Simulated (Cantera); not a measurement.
**Titanium nitride, carbide and oxide coatings: Ti(OiPr)4 + C3H8 + H2 + H2O**

Charge: 1 mol Ti(OiPr)4, 0.41 mol C3H8, 24 mol H2, 0.16 mol H2O, equilibrated at 0.308 Torr.

Cantera equilibrium calculation (NASA polynomials, part measured and part estimated; ideal gas, pure solids and liquids). Candidate condensed phases: C, C6H6, C7H8, C8H18, H2O, Ti, TiC, TiO, TiO2, Ti2O3, Ti3O5, Ti4O7; 113 gas species. The feed counts by its element totals alone. TiC: taken at fixed stoichiometry. Kinetics and transport are ignored.

```
T (K)   x H2      x H    x CO  x C2H2 (acetylene)      x Ti     x C2H      x C3       x C  n C(graphite)  n TiC(s)
-----  -----  -------  ------  ------------------  --------  --------  --------  --------  -------------  --------
1623   0.902  0.00324  0.0945             3.14e-5  2.26e-10  4.29e-10    <1e-12  3.30e-12           8.07      1.00
1673   0.900  0.00534  0.0944             5.13e-5  9.45e-10   1.49e-9  4.26e-12  1.62e-11           8.07      1.00
1723   0.897  0.00853  0.0942             8.12e-5   3.64e-9   4.81e-9  2.38e-11  7.24e-11           8.06      1.00
1773   0.893   0.0133  0.0940            0.000125   1.30e-8   1.45e-8  1.21e-10  2.97e-10           8.06     1.000
1823   0.886   0.0201  0.0937            0.000187   4.32e-8   4.11e-8  5.59e-10   1.13e-9           8.05     1.000
1873   0.877   0.0298  0.0932            0.000274   1.34e-7   1.10e-7   2.38e-9   3.99e-9           8.05     1.000
1923   0.864   0.0432  0.0926            0.000390   3.94e-7   2.78e-7   9.38e-9   1.32e-8           8.03     1.000
1973   0.846   0.0613  0.0917            0.000542   1.10e-6   6.70e-7   3.44e-8   4.12e-8           8.02     1.000
2023   0.824   0.0851  0.0906            0.000736   2.89e-6   1.54e-6   1.18e-7   1.21e-7           8.00     1.000
2073   0.794    0.116  0.0892            0.000973   7.26e-6   3.37e-6   3.83e-7   3.39e-7           7.98     1.000
2123   0.757    0.154  0.0873             0.00125   1.75e-5   7.08e-6   1.17e-6   9.01e-7           7.95     0.999
2173   0.712    0.201  0.0851             0.00157   4.04e-5   1.42e-5   3.39e-6   2.29e-6           7.92     0.998
2223   0.659    0.257  0.0825             0.00191   8.98e-5   2.75e-5   9.34e-6   5.58e-6           7.88     0.995
```
x: gas mole fraction; n: condensed amount in mol.

From 1623 K to 2223 K the condensed part is C(graphite) + TiC(s).
